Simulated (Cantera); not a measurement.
NO annealing gas

A perfectly stirred reactor is fed with 9.71 % NO, 90.3 % N2, at 101000 Pa; it is held at 2000 K, and followed from long to short residence time.

Computed with Cantera and GRI-Mech 3.0 (53 species, 325 reactions).

```
τ (s)     x NO    x N2O    x NO2   x N2      x O      x O2
------  ------  -------  -------  -----  -------  --------
0.44    0.0831  3.38e-6  2.85e-5  0.910  6.17e-5   0.00691
0.30    0.0874  3.73e-6  2.60e-5  0.908  5.37e-5   0.00477
0.20    0.0906  4.00e-6  2.34e-5  0.906  4.68e-5   0.00317
0.14    0.0926  4.17e-6  2.14e-5  0.905  4.20e-5   0.00220
0.094   0.0941  4.30e-6  1.95e-5  0.904  3.79e-5   0.00145
0.063   0.0951  4.38e-6  1.80e-5  0.904  3.48e-5  0.000956
0.043   0.0957  4.42e-6  1.69e-5  0.904  3.25e-5  0.000639
0.029   0.0962  4.44e-6  1.60e-5  0.903  3.07e-5  0.000419
0.020   0.0965  4.44e-6  1.53e-5  0.903  2.93e-5  0.000280
0.013   0.0967  4.42e-6  1.45e-5  0.903  2.77e-5  0.000172
0.0091  0.0968  4.37e-6  1.38e-5  0.903  2.63e-5  0.000113
```
x: mole fraction; the columns are a selection and need not sum to one.
